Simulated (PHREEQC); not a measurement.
H2SO4 is added in steps, without added water, to 1 kg of water holding 0.037 mol NiSO4 and 0.083 mol NaOH, at 25 °C. O2 is buffered at 0.21 atm. No CO2 enters from the air. The run lets Ni(OH)2, Ni4(OH)6SO4, Mirabilite, Morenosite precipitate or redissolve, and no other solid.

Base run: PHREEQC, ion-association model, wateq4f.dat. Each further column changes one thing. The table gives Ni+2 (mol/kgw).

| H2SO4 added (mol) | base | metal-ligand complexes left out | all activity coefficients set to 1 | Davies equation for every ion | Debye-Hückel limiting law |
|---|---|---|---|---|---|
| 0 | 3.80e-13 | 3.95e-13 | 7.81e-14 | 3.59e-13 | 8.46e-13 |
| 0.0061 | 0.000847 | 0.00160 | 0.000229 | 0.000844 | 0.00124 |
| 0.00915 | 0.00245 | 0.00465 | 0.000659 | 0.00244 | 0.00367 |
| 0.01525 | 0.00564 | 0.0107 | 0.00150 | 0.00560 | 0.00871 |
| 0.0183 | 0.00722 | 0.0138 | 0.00191 | 0.00715 | 0.0113 |
| 0.0244 | 0.0103 | 0.0199 | 0.00270 | 0.0102 | 0.0167 |
| 0.02745 | 0.0119 | 0.0229 | 0.00309 | 0.0117 | 0.0195 |
| 0.03355 | 0.0150 | 0.0290 | 0.00386 | 0.0147 | 0.0252 |
| 0.0366 | 0.0165 | 0.0321 | 0.00423 | 0.0162 | 0.0280 |
| 0.0427 | 0.0190 | 0.0369 | 0.00488 | 0.0185 | 0.0328 |
| 0.04575 | 0.0191 | 0.0369 | 0.00502 | 0.0187 | 0.0329 |
| 0.05185 | 0.0194 | 0.0369 | 0.00530 | 0.0190 | 0.0332 |
| 0.0549 | 0.0196 | 0.0369 | 0.00544 | 0.0191 | 0.0333 |
| 0.061 | 0.0199 | 0.0369 | 0.00572 | 0.0194 | 0.0335 |

The database's Ni(OH)2 is the aged solid; a fresh precipitate is more soluble.
